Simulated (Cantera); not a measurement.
A closed system holds: 1 mol Si, 2.2 mol CO2, 840 mol N2, equilibrated at 1000 Pa.

These are equilibrium values from Cantera (NASA tables, ideal gas, pure condensed phases), not measurements of a reactor. Candidate condensed phases: C, Si, SiC, SiO2, Si2N2O, Si3N4; 34 gas species. The tables hold silica as quartz up to 1696 K and as liquid above; real silica turns to tridymite and cristobalite and melts near 1996 K. The numbers say what is thermodynamically allowed, not how fast it happens. All values below are at 1625 K.

Base state: N2 0.997, CO 0.00236, CO2 0.000252, SiO 1.44e-5 (mole fractions); condensed: SiO2(β-quartz).

Problem. What changes in the equilibrium state with this change: CO2 from 2.2 to 1.2 mol?

Solution. 
```
species                before     after
-------------------  --------  --------
N2                      0.997     0.998
CO                    0.00236   0.00142
SiO                   1.44e-5  0.000952
CO2                  0.000252   2.30e-6
SiO2(β-quartz), mol     0.988     0.198
```
